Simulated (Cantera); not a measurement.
Thermodynamics of halide evaporation, hydrolysis and transport, feed FeCl3 + O2 + N2

A closed system holds: 1 mol FeCl3, 0.11 mol O2, 0.33 mol N2, equilibrated at 0.230 bar.

Method: chemical equilibrium by Gibbs-energy minimisation in Cantera with the NASA 1993 tables (ideal gas, pure condensed phases). Candidate condensed phases: Fe, FeCl2, FeCl3, FeO, Fe2O3, Fe3O4; 19 gas species. Condensed phases not in the tables: FeOCl. The numbers say what is thermodynamically allowed, not how fast it happens.

| T (K) | log p FeCl3 | log p FeCl2 | log p Fe2Cl6 | log p N2 | log p Cl2 | log p Cl | log p O2 | n Fe2O3(s) |
|---|---|---|---|---|---|---|---|---|
| 800 | -1.59 | -4.83 | -1.09 | -1.13 | -1.31 | -5.68 | -6.35 | 0.0733 |
| 875 | -1.26 | -3.87 | -1.21 | -1.16 | -1.34 | -5.01 | -5.72 | 0.0733 |
| 950 | -1.05 | -3.12 | -1.44 | -1.20 | -1.38 | -4.44 | -5.15 | 0.0733 |
| 1025 | -0.95 | -2.56 | -1.78 | -1.24 | -1.40 | -3.95 | -4.56 | 0.0732 |
| 1100 | -0.92 | -2.14 | -2.18 | -1.26 | -1.40 | -3.52 | -3.93 | 0.0729 |
| 1175 | -0.93 | -1.83 | -2.62 | -1.28 | -1.38 | -3.13 | -3.30 | 0.0712 |
| 1250 | -0.98 | -1.59 | -3.06 | -1.29 | -1.37 | -2.79 | -2.72 | 0.0651 |
| 1325 | -1.04 | -1.38 | -3.51 | -1.31 | -1.40 | -2.51 | -2.24 | 0.0469 |
| 1400 | -1.15 | -1.21 | -3.99 | -1.35 | -1.48 | -2.29 | -1.89 | 0.00991 |
| 1475 | -1.27 | -1.12 | -4.47 | -1.37 | -1.47 | -2.05 | -1.84 | 0 |
| 1550 | -1.40 | -1.07 | -4.95 | -1.38 | -1.46 | -1.82 | -1.86 | 0 |
| 1625 | -1.54 | -1.04 | -5.44 | -1.40 | -1.47 | -1.63 | -1.88 | 0 |
log p: log10 of the partial pressure in bar; n: condensed amount in mol.

From 800 K to 1400 K the condensed part is Fe2O3(s). From 1475 K to 1625 K nothing is condensed. The main Fe-bearing gas is Fe2Cl6 at 800 K and FeCl2 at 1625 K.
